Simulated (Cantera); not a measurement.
Input: 1 mol CCl4, 0.17 mol Si, 0.052 mol HF, equilibrated at 0.0100 bar.

Cantera equilibrium calculation (NASA polynomials, part measured and part estimated; ideal gas, pure solids and liquids). Candidate condensed phases: C, C6H6, C7H8, C8H18, Si, SiC; 143 gas species. Equilibrium is a limit: real reactors are often held back by kinetics, nucleation or transport.

Q: Which condensed phases are stable at each of these points (T (K)): 3023, 3073, 3123, 3173, 3223, 3273, 3323, 3373?

A: 
```csv
T (K),condensed phases,Si condensed (%)
3023,C(graphite),0.0
3073,gas only,0.0
3123,gas only,0.0
3173,gas only,0.0
3223,gas only,0.0
3273,gas only,0.0
3323,gas only,0.0
3373,gas only,0.0
```

At 3023 K the condensed part is C(graphite). From 3073 K to 3373 K nothing is condensed.
